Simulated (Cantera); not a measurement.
Input (Python, Cantera) and output of one run.

```python
import numpy as np
import cantera as ct

gas_names = """
    H HNO HNO2 HNO3 HO2 H2 H2O H2O2 H2S H2SO4 N NH NH2 NH3 NH2OH NO NO2 NO3 N2 N2H2 N2H4 N2O O OH O2 O3
    S SH SN SO SO2 SO3 S2 S2O S8
""".split()
cond_names = """
    H2O(s) H2O(L) H2SO4(L) S(cr1) S(cr2) S(L)
""".split()


# ... load() reads the species with a 1 bar reference pressure and builds the phases ...
atoms = {
    'NH3': {'N': 1, 'H': 3},
    'SO2': {'S': 1, 'O': 2},
    'O2': {'O': 2},
}
top_T = {}  # K; cautious upper limits of use, not melting points


# ... equilibrate(T, P, feed) seeds the gas with the atoms and calls Mixture.equilibrate('TP', solver="vcs", rtol=1e-11, max_steps=5000) ...
results = []
T = 1950  # K
P = 13000  # Pa
for m in [0.13, 0.2, 0.31, 0.48, 0.74, 1.1, 1.7, 2.7, 4.1, 6.3]:
    feed = {'NH3': 1, 'SO2': 0.026, 'O2': m}  # mol
    mix = equilibrate(T, P, feed)
    results.append((T, P, feed, dict(zip(mix.species_names, mix.species_moles))))

top = {s: max(r[3][s] / sum(r[3][g] for g in gas_names) for r in results) for s in gas_names}
cols = sorted((s for s in top if top[s] > 0.001), key=lambda s: -top[s])[:5]
seen = [c for c in cond_names if any(r[3].get(c, 0) > 1e-12 for r in results)]
print("log10 of partial pressures in bar; condensed amounts in mol")
print(f"{'n(O2)':>10s}" + "".join(f"{s[:9]:>10s}" for s in cols + seen))
for T, P, feed, n in results:
    ng = sum(n[g] for g in gas_names)
    print(f"{feed['O2']:10.4g}" + "".join(f"{np.log10(max(n[s] / ng * P / 1e5, 1e-99)):10.3f}" for s in cols)
          + "".join(f"{n.get(c, 0):10.4g}" for c in seen))
```

Result:

```
log10 of partial pressures in bar; condensed amounts in mol
     n(O2)        O2       H2O        H2        N2       SO2
      0.13    -8.572    -1.698    -1.120    -1.490    -4.505
       0.2    -8.146    -1.539    -1.174    -1.491    -4.074
      0.31    -7.611    -1.370    -1.273    -1.491    -3.563
      0.48    -6.860    -1.201    -1.480    -1.493    -3.027
      0.74    -3.904    -1.026    -2.782    -1.495    -2.782
       1.1    -1.727    -1.090    -3.934    -1.567    -2.849
       1.7    -1.388    -1.188    -4.202    -1.667    -2.946
       2.7    -1.200    -1.314    -4.423    -1.794    -3.072
       4.1    -1.095    -1.446    -4.607    -1.928    -3.203
       6.3    -1.024    -1.596    -4.792    -2.079    -3.352
```

Cantera equilibrium calculation (NASA polynomials, part measured and part estimated; ideal gas, pure solids and liquids).
